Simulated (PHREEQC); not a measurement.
**Ultrapure water in contact with air or piping (model solution)**

A made-up water analysis in mg/kgw, 35 °C, pH 5.86, pe 10.4: Na 0.264; K 0.0508; Ca 0.136; Mg 0.00927; Cl 0.277; S(6) as SO4 0.0802; Alkalinity as HCO3 0.67; Ni 0.033; O(0) (dissolved oxygen) 0.0108; Ba 0.0466; Br 0.00397; Si as SiO2 0.00205; Pb 0.0107.

Na is adjusted to close the charge balance.
Valence states are taken as typed.

Model: ion-association model, wateq4f.dat, run in PHREEQC.

The ionic strength is 2.74e-5 mol/kgw.

| species | molality | activity | log γ |
|---|---|---|---|
| CO2 | 3.46e-5 | 3.46e-5 | 0.000 |
| HCO3- | 1.24e-5 | 1.23e-5 | -0.003 |
| Na+ | 9.76e-6 | 9.70e-6 | -0.003 |
| Cl- | 7.81e-6 | 7.76e-6 | -0.003 |
| Ca+2 | 3.39e-6 | 3.31e-6 | -0.011 |
| H+ | 1.39e-6 | 1.38e-6 | -0.003 |
| K+ | 1.30e-6 | 1.29e-6 | -0.003 |
| SO4-2 | 8.34e-7 | 8.13e-7 | -0.011 |

This is a speciation only: nothing precipitates in the calculation.
